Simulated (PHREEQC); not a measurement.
Consider water at 20 °C with 0.24 mol NaHS, 0.071 mol NaHCO3 and 0.00019 mol MnCl2 per kg of water. Closed to the air; pH follows from the charge balance.

Computed with PHREEQC (ion-association model, wateq4f.dat).

No solid was allowed to form.

Problem. Order these C species by the share of C that they hold, largest first: NaHCO3, CO2, HCO3-, CO3-2, NaCO3-.

Solution. HCO3- (85 %), NaHCO3 (7.1 %), NaCO3- (3.7 %), CO3-2 (3.1 %), CO2 (0.43 %)

The pH is 8.51 and the ionic strength 0.306 mol/kgw. Examples of supersaturated solids here: Rhodochrosite. Others may be too. The polysulfide entries of wateq4f.dat were taken out for this run.
